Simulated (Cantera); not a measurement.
## Catalytic stagnation flow on Pt

A jet of 3.40 % H2, 10.1 % O2, 86.5 % N2, equivalence ratio 0.17 at 300 K and 0.0760 atm hits a platinum plate 3.4 cm away at a mass flux of 0.025 kg/m²/s; the plate temperature is set and raised in steps from an oxygen-covered start.

Cantera simulation using Deutschmann's 1995 Pt surface mechanism with GRI-Mech 3.0 gas chemistry; the numbers are that mechanism's predictions, not measurements. Catalytic surfaces can have several steady states; this one follows from the mechanism file's or the stated starting coverage.

```csv
plate T (K),wall x H2,wall x O2,wall x H2O,wall x OH,θ free Pt,θ O*,θ OH*
500,0.00267,0.0674,0.0611,<1e-8,0.0581,0.921,0.0204
550,0.00267,0.0675,0.0605,<1e-8,0.0614,0.927,0.0117
600,0.00267,0.0677,0.0601,<1e-8,0.0647,0.928,0.00728
650,0.00265,0.0678,0.0597,<1e-8,0.0682,0.927,0.00486
700,0.00256,0.0678,0.0595,<1e-8,0.0742,0.922,0.00349
750,0.00221,0.0675,0.0598,<1e-8,0.0903,0.907,0.00278
```
x: mole fraction at the wall; θ: surface coverage.
